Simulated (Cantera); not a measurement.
Cantera run:

```python
import numpy as np
import cantera as ct

gas_names = """
    B BF BF2 BF3 BH BHF2 BH2 BH3 BN B2 F F2 H HF H2 H2F2 H3F3 H4F4 H5F5 H6F6 H7F7 N NF NF2 NF3 NH NH2
    NH3 N2 N2H2 N2H4
""".split()
cond_names = """
    B(b) B(L) BN(s)
""".split()


# ... load() reads the species with a 1 bar reference pressure and builds the phases ...
atoms = {
    'BN': {'B': 1, 'N': 1},
    'HF': {'H': 1, 'F': 1},
    'N2': {'N': 2},
    'F2': {'F': 2},
}
top_T = {'BN(s)': 3200}  # K; cautious upper limits of use, not melting points


# ... equilibrate(T, P, feed) seeds the gas with the atoms and calls Mixture.equilibrate('TP', solver="vcs", rtol=1e-11, max_steps=5000) ...
results = []
T = 2075  # K
P = 18  # Pa
for m in [1.2, 2.8, 4.4, 5.9, 7.5, 9.1, 11, 12, 14, 15, 17]:
    feed = {'BN': 1, 'HF': 7.3, 'N2': 27, 'F2': m}  # mol
    mix = equilibrate(T, P, feed)
    results.append((T, P, feed, dict(zip(mix.species_names, mix.species_moles))))

top = {s: max(r[3][s] / sum(r[3][g] for g in gas_names) for r in results) for s in gas_names}
cols = sorted((s for s in top if top[s] > 1e-05), key=lambda s: -top[s])[:9]
seen = [c for c in cond_names if any(r[3].get(c, 0) > 1e-12 for r in results)]
print("log10 of partial pressures in bar; condensed amounts in mol")
print(f"{'n(F2)':>10s}" + "".join(f"{s[:9]:>10s}" for s in cols + seen))
for T, P, feed, n in results:
    ng = sum(n[g] for g in gas_names)
    print(f"{feed['F2']:10.4g}" + "".join(f"{np.log10(max(n[s] / ng * P / 1e5, 1e-99)):10.3f}" for s in cols)
          + "".join(f"{n.get(c, 0):10.4g}" for c in seen))
```

Result:

```
log10 of partial pressures in bar; condensed amounts in mol
     n(F2)        N2         F        HF       BF3         H       BF2        H2        BF
       1.2    -3.859    -6.974    -4.456    -5.417    -5.890    -5.985    -6.631    -6.778
       2.8    -3.890    -4.913    -4.466    -5.330    -7.960    -7.958   -10.771   -10.812
       4.4    -3.925    -4.600    -4.501    -5.364    -8.308    -8.305   -11.467   -11.473
       5.9    -3.955    -4.450    -4.531    -5.394    -8.489    -8.486   -11.829   -11.804
       7.5    -3.985    -4.345    -4.561    -5.424    -8.623    -8.621   -12.098   -12.043
       9.1    -4.013    -4.270    -4.589    -5.453    -8.726    -8.723   -12.303   -12.220
        11    -4.044    -4.205    -4.620    -5.484    -8.823    -8.820   -12.497   -12.383
        12    -4.060    -4.177    -4.636    -5.499    -8.866    -8.864   -12.584   -12.454
        14    -4.089    -4.131    -4.665    -5.529    -8.942    -8.939   -12.735   -12.576
        15    -4.103    -4.111    -4.679    -5.543    -8.976    -8.973   -12.802   -12.629
        17    -4.130    -4.078    -4.706    -5.570    -9.036    -9.033   -12.922   -12.722
```

Equilibrium computed with Cantera from the NASA thermochemical tables; the gas is ideal and each condensed phase is pure. The tables' values for BF2 are old estimates; treat these amounts as uncertain.
